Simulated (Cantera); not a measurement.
A closed system holds: 1 mol Si₃N₄, 0.023 mol N₂, equilibrated at 1.33 mbar.

Method: chemical equilibrium by Gibbs-energy minimisation in Cantera with the NASA 1993 tables (ideal gas, pure condensed phases). Candidate condensed phases: Si, Si₃N₄; 7 gas species. Rates play no part.

Problem. What share of the Si ends up in condensed phases as a function of T (K), at 2023, 2073, 2123, 2173, 2223, 2273, 2323, 2373, 2423, 2473, 2523, 2573, 2623?

Solution. 
```csv
T (K),Si condensed (%),as
2023,96.8,Si(l)
2073,94.2,Si(l)
2123,89.5,Si(l)
2173,80.7,Si(l)
2223,61.9,Si(l)
2273,10.5,Si(l)
2323,0.0,-
2373,0.0,-
2423,0.0,-
2473,0.0,-
2523,0.0,-
2573,0.0,-
2623,0.0,-
```
